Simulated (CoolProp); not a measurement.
The fluid at 293.15 K and 3.87 MPa is throttled through a valve to 0.802 MPa with no heat exchange. The same conditions are run with several fluids, on thermodynamics alone (safety and materials aside).

Model: reference Helmholtz-energy equation of state of each fluid (cyclopropane: Polt 1992; R22: Kamei 1995; propyne: Polt 1992; n-hexane: Thol 2019; propylene: Lemmon 2013), in CoolProp. The equations of Platzer and Polt are older, rougher fits.

```tsv
fluid	temperature change (K)	final phase	final density (kg/m³)
cyclopropane	___	liquid	___
R22	___	two-phase, vapour fraction 0.030	600
propyne	+0.5	liquid	___
n-hexane	+1.3	liquid	659
propylene	___	___	___
```

### Question
Fill in the missing entries.

### Answer

- cyclopropane, temperature change (K): +0.6
- cyclopropane, final density (kg/m³): 626
- R22, temperature change (K): -4.4
- propyne, final density (kg/m³): 619
- propylene, temperature change (K): -8.9
- propylene, final phase: two-phase, vapour fraction 0.065
- propylene, final density (kg/m³): 178
